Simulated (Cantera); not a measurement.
Input: 1 mol PbO, 0.095 mol H₂, equilibrated at 1200 Torr.

Cantera equilibrium calculation (NASA polynomials, part measured and part estimated; ideal gas, pure solids and liquids). Candidate condensed phases: H₂O, Pb, PbO, PbO₂, Pb₃O₄; 12 gas species. Each liquid is taken as pure. Mutual solubility and eutectic melting of coexisting phases are not modelled. Gases not in the tables: (PbO)n polymers. The numbers say what is thermodynamically allowed, not how fast it happens.

log p: log10 of the partial pressure in bar; n: condensed amount in mol.

```tsv
T (K)	log p H₂O	log p Pb	log p H₂	log p PbO	log p OH	log p Pb₂	log p O₂	n Pb(l)	n PbO(red)	n PbO(yellow)	n PbO(l)
750	0.20	-8.02	-4.11	-11.38	<-11	<-11	<-11	0.0950	0.905	0	0
800	0.20	-7.21	-4.00	-10.15	<-11	<-11	<-11	0.0950	0	0.905	0
850	0.20	-6.50	-3.89	-9.08	-11.79	<-11	<-11	0.0950	0	0.905	0
900	0.20	-5.86	-3.80	-8.13	-10.86	<-11	<-11	0.0950	0	0.905	0
950	0.20	-5.30	-3.71	-7.28	-10.03	-11.14	<-11	0.0950	0	0.905	0
1000	0.20	-4.79	-3.63	-6.52	-9.28	-10.29	<-11	0.0950	0	0.905	0
1050	0.20	-4.33	-3.55	-5.83	-8.61	-9.53	-11.37	0.0950	0	0.905	0
1100	0.20	___	___	___	___	___	___	0.0950	0	0.905	0
1150	0.20	___	___	___	___	___	___	0.0950	0	0.905	0
1200	0.20	-3.19	-3.31	-4.17	-6.94	-7.62	-8.76	0.0949	0	0	0.905
1250	0.20	-2.87	-3.21	-3.74	-6.49	-7.09	-8.10	0.0949	0	0	0.905
1300	0.20	-2.58	-3.11	-3.35	-6.08	-6.60	-7.49	0.0948	0	0	0.905
```

Task: What belongs in the gaps?

Result: 
- 1150, log p Pb: -3.54
- 1150, log p H₂: -3.42
- 1150, log p PbO: -4.64
- 1150, log p OH: -7.43
- 1150, log p Pb₂: -8.20
- 1150, log p O₂: -9.50
- 1100, log p Pb: -3.92
- 1100, log p H₂: -3.48
- 1100, log p PbO: -5.21
- 1100, log p OH: -7.99
- 1100, log p Pb₂: -8.83
- 1100, log p O₂: -10.39
